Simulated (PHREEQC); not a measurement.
Consider water at 20 °C with 0.0026 mol/kgw NH4HF2 and 0.066 mol/kgw H2SiF6. Closed to the air; pH follows from the charge balance.

The numbers come from PHREEQC with the ion-association model, phreeqc.dat.

* **pH**: 0.99
* **ionic strength**: 0.196 mol/kgw
* **density**: 1.005 g/cm³
* **total alkalinity**: -399 meq/kg

```json
[
 {"species": "H+", "molality": "0.128", "activity": "0.102", "log γ": "-0.097"},
 {"species": "SiF6-2", "molality": "0.0653", "activity": "0.0198", "log γ": "-0.519"},
 {"species": "HF", "molality": "0.00919", "activity": "0.00962", "log γ": "0.020"},
 {"species": "NH4+", "molality": "0.00260", "activity": "0.00178", "log γ": "-0.164"},
 {"species": "H4SiO4", "molality": "0.000682", "activity": "0.000714", "log γ": "0.020"},
 {"species": "F-", "molality": "9.63e-5", "activity": "6.84e-5", "log γ": "-0.149"},
 {"species": "HF2-", "molality": "3.23e-6", "activity": "2.42e-6", "log γ": "-0.125"}
]
```

No solid was allowed to form. The solution is supersaturated, for example in Quartz (slow to form), Chalcedony (slow to form), so a real one may precipitate; this is no full list. SiF6-2 is the database's only silicon fluoride.
